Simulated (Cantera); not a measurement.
A perfectly stirred reactor is fed with CH₄ : H₂O : H₂ = 1 : 0.66 : 0.07 (molar parts), at 4.90 bar; it is held at 1875 K, and followed from long to short residence time.

Model: GRI-Mech 3.0 (53 species, 325 reactions), integrated in Cantera. GRI-Mech 3.0 stops at C3 and has no aromatics, soot or wall deposition, so with more carbon than oxygen in the feed, carbon stays in small species such as C2H2 where larger ones or solid carbon would form.

Question: What does this change do: pressure from 4.90 bar to 1.20 bar?

Answer: 
```json
[
 {"quantity": "x(CH₄) at τ = 27.0 s", "before": "0.0209", "after": "0.00622"},
 {"quantity": "x(H₂O) at τ = 27.0 s", "before": "0.000875", "after": "0.00149"},
 {"quantity": "x(H₂) at τ = 27.0 s", "before": "0.738", "after": "0.749"},
 {"quantity": "x(C₂H₄) at τ = 27.0 s", "before": "0.00200", "after": "0.000604"},
 {"quantity": "x(O₂) at τ = 27.0 s", "before": "<1e-12", "after": "<1e-12"},
 {"quantity": "x(CH₄) at τ = 72.0 ms", "before": "0.0418", "after": "0.0387"},
 {"quantity": "x(H₂O) at τ = 72.0 ms", "before": "0.0938", "after": "0.122"},
 {"quantity": "x(H₂) at τ = 72.0 ms", "before": "0.654", "after": "0.636"},
 {"quantity": "x(C₂H₄) at τ = 72.0 ms", "before": "0.00379", "after": "0.00124"},
 {"quantity": "x(O₂) at τ = 72.0 ms", "before": "2.33e-11", "after": "1.41e-10"}
]
```
